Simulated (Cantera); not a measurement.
An adiabatic, constant-pressure homogeneous reactor starts with 4.50 % CH₄, 3.65 % CO, 19.3 % O₂, 72.5 % N₂, equivalence ratio 0.56, at 1723 K and 0.200 bar.

Model: GRI-Mech 3.0 (53 species, 325 reactions), integrated in Cantera.

Q: Predict: time of steepest temperature rise; temperature at 0.500 s; equilibrium temperature; x(CO) at 0.500 s; x(O₂) at 0.500 s; x(O) at 0.500 s; x(HO₂) at 0.500 s.

A: 
| Item | Result |
|---|---|
| time of steepest temperature rise | 0.753 ms |
| temperature at 0.500 s | 2531 K |
| equilibrium temperature | 2531 K |
| x(CO) at 0.500 s | 0.0206 (gas-phase equilibrium 0.0206) |
| x(O₂) at 0.500 s | 0.0811 (gas-phase equilibrium 0.0811) |
| x(O) at 0.500 s | 0.0108 (gas-phase equilibrium 0.0108) |
| x(HO₂) at 0.500 s | 4.39e-6 (gas-phase equilibrium 4.39e-6) |
